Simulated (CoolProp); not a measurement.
Computed with CoolProp (reference Helmholtz-energy equation of state, Akasaka 2023).

### Question
For R1224YDZ, give the phase and the Joule-Thomson coefficient (K/MPa) at 350.5 K and 52.7 kPa; 350.5 K and 1670 kPa.

### Answer
- 350.5 K and 52.7 kPa: gas; Joule-Thomson coefficient 18.1
- 350.5 K and 1670 kPa: liquid; Joule-Thomson coefficient 0.0148
